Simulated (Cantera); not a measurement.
A perfectly stirred reactor is fed with 4.70 % C₃H₈, 20.0 % O₂, 75.3 % N₂, equivalence ratio 1.2, at 10.0 bar; it is adiabatic with a 775 K inlet, and is followed from long to short residence time, starting on the burning branch (τ in s: 0.083, 0.039, 0.019, 0.0089, 0.0042, 0.002, 0.00094, 0.00045, 0.00021, 0.0001, 4.8e-05).

Cantera simulation using GRI-Mech 3.0 (53 species, 325 reactions); the numbers are that mechanism's predictions, not measurements. GRI-Mech 3.0 was tuned for natural gas; its chemistry of propane as a main component is partial and can be far from experiment.

Problem. Predict: blow-out, bracketed by the residence times tried; x(C₃H₈) at τ = 83.0 ms; x(O₂) at τ = 83.0 ms; x(H) at τ = 83.0 ms; x(CH₂) at τ = 83.0 ms; x(C₃H₈) at τ = 2.00 ms; x(O₂) at τ = 2.00 ms; x(C₂H₆) at τ = 2.00 ms; x(H) at τ = 2.00 ms; x(CH₂) at τ = 2.00 ms.

Solution. 
- blow-out, bracketed by the residence times tried: burning at 48.0 µs, the shortest tried
- x(C₃H₈) at τ = 83.0 ms: 1.90e-8
- x(O₂) at τ = 83.0 ms: 0.000617
- x(H) at τ = 83.0 ms: 0.00130
- x(CH₂) at τ = 83.0 ms: 3.00e-8
- x(C₃H₈) at τ = 2.00 ms: 6.83e-7
- x(O₂) at τ = 2.00 ms: 0.00124
- x(C₂H₆) at τ = 2.00 ms: 1.12e-8
- x(H) at τ = 2.00 ms: 0.00174
- x(CH₂) at τ = 2.00 ms: 9.90e-7
